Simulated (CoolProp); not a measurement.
Vapour pressure (MPa) of tetradecamethylhexasiloxane (MD4M): the reference equation beside estimates from Tc = 380.0 °C, pc = 0.8286 MPa, ω = 0.800. Clausius-Clapeyron is anchored at 169.05 °C with a constant enthalpy of vaporisation of 58.49 kJ/mol.

Model: reference Helmholtz-energy equation of state, Thol 2019, in CoolProp.

| T (°C) | reference | Clausius-Clapeyron | van der Waals | Soave-Redlich-Kwong | Peng-Robinson |
|---|---|---|---|---|---|
| 81.85 | 9.682e-5 | 0.0001558 | 0.03967 | 0.0001188 | 0.0001497 |
| 94.25 | 0.0002164 | 0.0003042 | 0.04906 | 0.0002529 | 0.0003088 |
| 106.75 | 0.0004529 | 0.0005711 | 0.05999 | 0.0005084 | 0.0006037 |
| 119.25 | 0.0008880 | 0.001030 | 0.07249 | 0.0009656 | 0.001119 |
| 131.65 | 0.001636 | 0.001784 | 0.08653 | 0.001735 | 0.001967 |
| 144.15 | 0.002877 | 0.003003 | 0.1024 | 0.002993 | 0.003328 |
| 156.65 | 0.004831 | 0.004903 | 0.1202 | 0.004953 | 0.005416 |
| 169.05 | 0.007758 | 0.007758 | 0.1397 | 0.007872 | 0.008479 |
| 181.55 | 0.01206 | 0.01201 | 0.1614 | 0.01214 | 0.01291 |
| 194.05 | 0.01812 | 0.01817 | 0.1852 | 0.01818 | 0.01910 |
| 206.55 | 0.02645 | 0.02691 | 0.2112 | 0.02647 | 0.02753 |
| 218.95 | 0.03750 | 0.03894 | 0.2392 | 0.03751 | 0.03867 |
| 231.45 | 0.05205 | 0.05548 | 0.2697 | 0.05212 | 0.05332 |
| 243.95 | 0.07074 | 0.07772 | 0.3025 | 0.07096 | 0.07212 |
| 256.35 | 0.09410 | 0.1069 | 0.3375 | 0.09464 | 0.09565 |

Absolute difference from the reference over all 15 rows, mean and median: Clausius-Clapeyron 13.0 and 6.6 %, van der Waals 6786.1 and 1700.7 %, Soave-Redlich-Kwong 5.1 and 1.5 %, Peng-Robinson 16.0 and 9.3 %.
